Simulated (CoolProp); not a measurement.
Vapour pressure (MPa) of CH3F (R41): the reference equation beside estimates from Tc = 44.1 °C, pc = 5.906 MPa, ω = 0.200. Clausius-Clapeyron is anchored at -89.35 °C with a constant enthalpy of vaporisation of 17.10 kJ/mol.

Computed with CoolProp (reference Helmholtz-energy equation of state, Lemmon 2006). It is a short technical equation, of lower accuracy than the large ones.

| T (°C) | reference | Lee-Kesler | Clausius-Clapeyron | van der Waals | Redlich-Kwong | Soave-Redlich-Kwong |
|---|---|---|---|---|---|---|
| -113.65 | 0.008850 | 0.007642 | 0.009651 | 0.1702 | 0.01437 | 0.007799 |
| -105.55 | 0.01717 | 0.01527 | 0.01800 | 0.2359 | 0.02769 | 0.01553 |
| -97.45 | 0.03109 | 0.02839 | 0.03169 | 0.3178 | 0.04944 | 0.02876 |
| -89.35 | 0.05308 | 0.04959 | 0.05308 | 0.4177 | 0.08283 | 0.05005 |
| -81.25 | 0.08616 | 0.08210 | 0.08513 | 0.5373 | 0.1315 | 0.08257 |
| -73.15 | 0.1339 | 0.1297 | 0.1314 | 0.6783 | 0.1994 | 0.1301 |
| -65.05 | 0.2002 | 0.1967 | 0.1961 | 0.8422 | 0.2907 | 0.1969 |
| -56.95 | 0.2898 | 0.2879 | 0.2839 | 1.031 | 0.4098 | 0.2878 |
| -48.85 | 0.4074 | 0.4083 | 0.4003 | 1.245 | 0.5610 | 0.4081 |
| -40.75 | 0.5585 | 0.5632 | 0.5511 | 1.486 | 0.7487 | 0.5633 |
| -32.75 | 0.7460 | 0.7555 | 0.7398 | 1.752 | 0.9740 | 0.7568 |
| -24.65 | 0.9805 | 0.9956 | 0.9777 | 2.051 | 1.247 | 0.9994 |
| -16.55 | 1.267 | 1.287 | 1.270 | 2.381 | 1.569 | 1.295 |
| -8.45 | 1.611 | 1.637 | 1.622 | 2.741 | 1.943 | 1.652 |

Absolute difference from the reference over all 14 rows, mean and median: Lee-Kesler 4.1 and 1.7 %, Clausius-Clapeyron 2.0 and 1.5 %, van der Waals 499.0 and 288.2 %, Redlich-Kwong 42.9 and 43.3 %, Soave-Redlich-Kwong 3.8 and 2.4 %.
